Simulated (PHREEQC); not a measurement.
# Nickel, zinc or cadmium bath: an equilibrium model

Solution (25 °C): 0.063 mol CdSO4, 0.085 mol H3BO3 and 0.05 mol HCl per kg of water. Closed to the air; pH follows from the charge balance.

All values are PHREEQC results (ion-association model, phreeqc.dat), not measurements.

| Item | Result |
|---|---|
| pH | 1.62 |
| ionic strength | 0.143 mol/kgw |
| density | 1.012 g/cm³ |
| total alkalinity | -50.0 meq/kg |

```json
[
 {"species": "H3BO3", "molality": "0.0850", "activity": "0.0879", "log γ": "0.014"},
 {"species": "H+", "molality": "0.0294", "activity": "0.0238", "log γ": "-0.091"},
 {"species": "Cl-", "molality": "0.0274", "activity": "0.0203", "log γ": "-0.131"},
 {"species": "Cd+2", "molality": "0.0234", "activity": "0.00787", "log γ": "-0.473"},
 {"species": "HSO4-", "molality": "0.0206", "activity": "0.0157", "log γ": "-0.118"},
 {"species": "SO4-2", "molality": "0.0206", "activity": "0.00679", "log γ": "-0.482"},
 {"species": "CdCl+", "molality": "0.0200", "activity": "0.0152", "log γ": "-0.118"},
 {"species": "CdSO4", "molality": "0.0149", "activity": "0.0154", "log γ": "0.014"},
 {"species": "Cd(SO4)2-2", "molality": "0.00341", "activity": "0.00115", "log γ": "-0.473"},
 {"species": "CdCl2", "molality": "0.00125", "activity": "0.00129", "log γ": "0.014"},
 {"species": "CdCl3-", "molality": "2.17e-5", "activity": "1.65e-5", "log γ": "-0.118"},
 {"species": "H2BO3-", "molality": "2.79e-9", "activity": "2.12e-9", "log γ": "-0.118"}
]
```

No solid was allowed to form.
